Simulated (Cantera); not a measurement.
An isothermal plug-flow reactor at 1125 K and 1.01 bar (inlet), inlet velocity 0.61 m/s, active area per volume 5600 1/m; feed 0.177 % CH4, 4.12 % O2, 95.7 % N2.

Model: Deutschmann's 1995 Pt surface mechanism with GRI-Mech 3.0 gas chemistry, integrated in Cantera. Catalytic surfaces can have several steady states; this one follows from the mechanism file's or the stated starting coverage. Mass transfer to the wall is taken as infinitely fast.

One state of this run: x CH4 = 5.21e-7; x O2 = 0.0377; x H2O = 0.00353; x CO2 = 0.00176; x CO = 7.17e-10; θ free Pt = 0.399; θ O* = 0.600. x: gas mole fraction; θ: surface coverage.

### Question
Which value of z (m) does it belong to?
A. 0.0024
B. 0.0014
C. 0.00085
D. 0.00051

### Answer
A, 0.0024
